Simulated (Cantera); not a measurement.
**Thermodynamics of nitride etching, feed AlN + HCl + N2**

Feed: 1 mol AlN, 1.9 mol HCl, 2.8 mol N2.

Cantera equilibrium calculation (NASA polynomials, part measured and part estimated; ideal gas, pure solids and liquids). Candidate condensed phases: Al, AlCl3, AlN, NH4Cl; 20 gas species. The tables' values for AlCl2 are old estimates. Kinetics and transport are ignored.

Stable condensed phases:

```
T in K \ P in Pa
              1    4.2     18     75    320   1300   5600  24000 100000
   1350       A      A      B      B      B      B      B      B      B
   1325       A      B      B      B      B      B      B      B      B
   1300       A      B      B      B      B      B      B      B      B
   1275       B      B      B      B      B      B      B      B      B
   1250       B      B      B      B      B      B      B      B      B
   1225       B      B      B      B      B      B      B      B      B
   1200       B      B      B      B      B      B      B      B      B
   1175       B      B      B      B      B      B      B      B      B
   1150       B      B      B      B      B      B      B      B      B
   1125       B      B      B      B      B      B      B      B      B
   1100       B      B      B      B      B      B      B      B      B
```

A: gas only; B: AlN.
